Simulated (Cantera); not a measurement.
Input (Python, Cantera):

```python
import numpy as np
import cantera as ct

gas = ct.Solution("gri30.yaml")
gas.TPX = 1225, 13332, {'C2H6': 1, 'N2': 3.6}
reactor = ct.IdealGasConstPressureReactor(gas, energy="off", clone=False)
net = ct.ReactorNet([reactor])
net.rtol, net.atol = 1e-08, 1e-18
show = ['C2H6', 'CH4', 'CH3', 'HCN', 'C2H4', 'H2', 'C2H2']
times = np.geomspace(2e-05, 2, 13)

steps = ct.SolutionArray(gas, extra=["t"])
rows = []
print(f"{'t/s':>10s}{'T/K':>9s}{'P/Pa':>11s}" + "".join(f"{s:>11s}" for s in show))
for t in times:
    while net.time < t:
        t_next = net.step()
        steps.append(gas.state, t=t_next)
    rows.append([np.interp(t, steps.t, y) for y in (steps.T, steps.P, *steps(*show).X.T)])
    print(f"{t:10.3e}{rows[-1][0]:9.1f}{rows[-1][1]:11.4g}" + "".join(f"{x:11.3e}" for x in rows[-1][2:]))
rate = np.gradient(steps.T, steps.t)
print("integrator steps:", len(steps.t))
if steps.T.max() > steps.T[0] + 200:
    print(f"time of steepest temperature rise: {steps.t[rate.argmax()]:.4e} s")
gas.TPX = 1225, 13332, {'C2H6': 1, 'N2': 3.6}
gas.equilibrate("TP")
print(f"equilibrium (TP): T = {gas.T:.1f} K  " + "  ".join(f"{s} {gas[s].X[0]:.3e}" for s in show))
```

Output:

```
       t/s      T/K       P/Pa       C2H6        CH4        CH3        HCN       C2H4         H2       C2H2
 2.000e-05   1225.0  1.333e+04  2.174e-01  4.555e-07  7.916e-06  1.175e-19  8.692e-08  7.947e-08  8.360e-15
 5.220e-05   1225.0  1.333e+04  2.174e-01  2.922e-06  1.889e-05  1.842e-17  1.454e-06  1.392e-06  9.684e-13
 1.363e-04   1225.0  1.333e+04  2.173e-01  1.714e-05  3.936e-05  5.870e-15  2.283e-05  2.238e-05  1.859e-10
 3.557e-04   1225.0  1.333e+04  2.169e-01  8.420e-05  6.544e-05  7.691e-13  2.942e-04  2.885e-04  3.025e-08
 9.283e-04   1225.0  1.333e+04  2.140e-01  3.782e-04  1.144e-04  1.128e-11  2.381e-03  2.294e-03  2.198e-06
 2.423e-03   1225.0  1.333e+04  2.031e-01  1.569e-03  1.464e-04  3.523e-11  1.058e-02  1.009e-02  4.737e-05
 6.325e-03   1225.0  1.333e+04  1.752e-01  4.869e-03  1.377e-04  5.669e-11  3.126e-02  3.003e-02  4.202e-04
 1.651e-02   1225.0  1.333e+04  1.170e-01  1.283e-02  1.149e-04  7.422e-11  7.302e-02  7.201e-02  2.438e-03
 4.309e-02   1225.0  1.333e+04  3.786e-02  2.668e-02  6.849e-05  8.794e-11  1.236e-01  1.313e-01  1.038e-02
 1.125e-01   1225.0  1.333e+04  3.807e-03  3.369e-02  2.101e-05  9.338e-11  1.293e-01  1.672e-01  2.732e-02
 2.936e-01   1225.0  1.333e+04  5.307e-04  3.425e-02  7.697e-06  9.284e-11  1.131e-01  1.824e-01  4.321e-02
 7.662e-01   1225.0  1.333e+04  2.622e-04  3.421e-02  5.440e-06  9.160e-11  9.235e-02  1.973e-01  6.105e-02
 2.000e+00   1225.0  1.333e+04  1.922e-04  3.427e-02  4.908e-06  8.988e-11  6.207e-02  2.185e-01  8.676e-02
integrator steps: 1178
equilibrium (TP): T = 1225.0 K  C2H6 3.986e-05  CH4 9.059e-02  CH3 3.484e-06  HCN 7.369e-02  C2H4 1.431e-02  H2 1.846e-01  C2H2 7.093e-02
```

Computed with Cantera and GRI-Mech 3.0 (53 species, 325 reactions). GRI-Mech 3.0 stops at C3 and has no aromatics, soot or wall deposition, so with more carbon than oxygen in the feed, carbon stays in small species such as C2H2 where larger ones or solid carbon would form.
